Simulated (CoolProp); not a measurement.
R410A along the isotherm 361.6 K: density (kg/m³) from the reference equation and from simpler models built on Tc = 344.5 K, pc = 4901 kPa, ω = 0.296; each cubic takes its own stable root.

Values from CoolProp's reference Helmholtz-energy equation of state, Lemmon 2003. It is a pseudo-pure fit of the blend.

```json
[
 {"p (kPa)": "5450", "phase": "supercritical", "reference": "246.2", "ideal gas": "131.6", "van der Waals": "248.7", "Redlich-Kwong": "245.7", "Soave-Redlich-Kwong": "231.4", "Peng-Robinson": "244.0"},
 {"p (kPa)": "10900", "phase": "supercritical", "reference": "801.7", "ideal gas": "263.2", "van der Waals": "556.7", "Redlich-Kwong": "654.6", "Soave-Redlich-Kwong": "632.9", "Peng-Robinson": "695.6"},
 {"p (kPa)": "16300", "phase": "supercritical", "reference": "900.8", "ideal gas": "393.5", "van der Waals": "616.2", "Redlich-Kwong": "751.4", "Soave-Redlich-Kwong": "737.0", "Peng-Robinson": "815.0"},
 {"p (kPa)": "21800", "phase": "supercritical", "reference": "958.8", "ideal gas": "526.3", "van der Waals": "653.3", "Redlich-Kwong": "812.3", "Soave-Redlich-Kwong": "800.9", "Peng-Robinson": "887.5"},
 {"p (kPa)": "27200", "phase": "supercritical", "reference": "1000.0", "ideal gas": "656.7", "van der Waals": "679.8", "Redlich-Kwong": "856.1", "Soave-Redlich-Kwong": "846.6", "Peng-Robinson": "938.9"},
 {"p (kPa)": "32700", "phase": "supercritical", "reference": "1033", "ideal gas": "789.5", "van der Waals": "700.9", "Redlich-Kwong": "891.5", "Soave-Redlich-Kwong": "883.2", "Peng-Robinson": "980.0"},
 {"p (kPa)": "38100", "phase": "supercritical", "reference": "1061", "ideal gas": "919.8", "van der Waals": "718.0", "Redlich-Kwong": "920.4", "Soave-Redlich-Kwong": "913.0", "Peng-Robinson": "1013"},
 {"p (kPa)": "43600", "phase": "supercritical", "reference": "1085", "ideal gas": "1053", "van der Waals": "732.7", "Redlich-Kwong": "945.4", "Soave-Redlich-Kwong": "938.8", "Peng-Robinson": "1042"},
 {"p (kPa)": "49000", "phase": "supercritical", "reference": "1106", "ideal gas": "1183", "van der Waals": "745.2", "Redlich-Kwong": "966.8", "Soave-Redlich-Kwong": "960.8", "Peng-Robinson": "1066"}
]
```
